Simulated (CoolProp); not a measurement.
The fluid at 298.15 K and 0.68 MPa expands adiabatically to 0.235 MPa with isentropic efficiency 0.8. The same conditions are run with several fluids, on thermodynamics alone (safety and materials aside).

Model: reference Helmholtz-energy equation of state of each fluid (propylene: Lemmon 2013; sulfur hexafluoride: Guder 2009; C2F6 (R116): Lemmon 2006; CF4 (R14): Platzer 1990; CH3F (R41): Lemmon 2006), in CoolProp. The equations of Platzer and Polt are older, rougher fits.

Rank propylene, sulfur hexafluoride, C2F6 (R116), CF4 (R14), CH3F (R41) by work (kJ/kg), highest first.

CH3F (R41) (52.0), propylene (42.6), CF4 (R14) (21.7), C2F6 (R116) (13.8), sulfur hexafluoride (12.9)

| fluid | final temperature (K) | final density (kg/m³) |
|---|---|---|
| propylene | 261.6 | 4.80 |
| sulfur hexafluoride | 273.9 | 15.6 |
| C2F6 (R116) | 276.1 | 14.6 |
| CF4 (R14) | 263.3 | 9.57 |
| CH3F (R41) | 244.0 | 4.11 |
